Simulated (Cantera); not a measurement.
Input (Python, Cantera) and output of one run.

```python
import numpy as np
import cantera as ct

gas_names = [...]  # 113 gases of nasa_gas.yaml made of C, H, O, Pb
cond_names = """
    C(gr) C6H6(L) C7H8(L) C8H18(L),n-octa H2O(s) H2O(L) Pb(cr) Pb(L) PbO(rd) PbO(yw) PbO(L) PbO2(s)
    Pb3O4(s)
""".split()


# ... load() reads the species with a 1 bar reference pressure and builds the phases ...
atoms = {
    'Pb': {'Pb': 1},
    'CO2': {'C': 1, 'O': 2},
    'H2': {'H': 2},
    'H2O': {'H': 2, 'O': 1},
}
top_T = {'C(gr)': 4500, 'Pb3O4(s)': 820}  # K; cautious upper limits of use, not melting points


# ... equilibrate(T, P, feed) seeds the gas with the atoms and calls Mixture.equilibrate('TP', solver="vcs", rtol=1e-11, max_steps=5000) ...
results = []
feed = {'Pb': 1, 'CO2': 1.4, 'H2': 4, 'H2O': 1.6}  # mol
T = 1773.15  # K
for P in [10, 61, 370, 2200, 13000, 82000, 500000, 3000000]:
    mix = equilibrate(T, P, feed)
    results.append((T, P, feed, dict(zip(mix.species_names, mix.species_moles))))

top = {s: max(r[3][s] / sum(r[3][g] for g in gas_names) for r in results) for s in gas_names}
cols = sorted((s for s in top if top[s] > 0.0001), key=lambda s: -top[s])[:6]
seen = [c for c in cond_names if any(r[3].get(c, 0) > 1e-12 for r in results)]
print("log10 of partial pressures in bar; condensed amounts in mol")
print(f"{'P/Pa':>10s}" + "".join(f"{s[:9]:>10s}" for s in cols + seen))
for T, P, feed, n in results:
    ng = sum(n[g] for g in gas_names)
    print(f"{P:10.4g}" + "".join(f"{np.log10(max(n[s] / ng * P / 1e5, 1e-99)):10.3f}" for s in cols)
          + "".join(f"{n.get(c, 0):10.4g}" for c in seen))
```

Output:

```
log10 of partial pressures in bar; condensed amounts in mol
      P/Pa        H2       H2O        CO        Pb       CO2         H     Pb(L)
        10    -4.456    -4.475    -4.860    -4.908    -5.449    -5.773         0
        61    -3.663    -3.686    -4.072    -4.120    -4.665    -5.377         0
       370    -2.877    -2.902    -3.288    -3.336    -3.883    -4.984         0
      2200    -2.101    -2.127    -2.513    -2.562    -3.109    -4.596         0
   1.3e+04    -1.329    -1.355    -1.741    -1.790    -2.337    -4.210         0
   8.2e+04    -0.529    -0.555    -0.941    -0.991    -1.537    -3.810         0
     5e+05     0.294     0.268    -0.118    -0.646    -0.714    -3.399    0.6668
     3e+06     1.089     1.063     0.677    -0.646     0.081    -3.001    0.9466
```

Equilibrium computed with Cantera from the NASA thermochemical tables; the gas is ideal and each condensed phase is pure. Gases not in the tables: (PbO)n polymers.
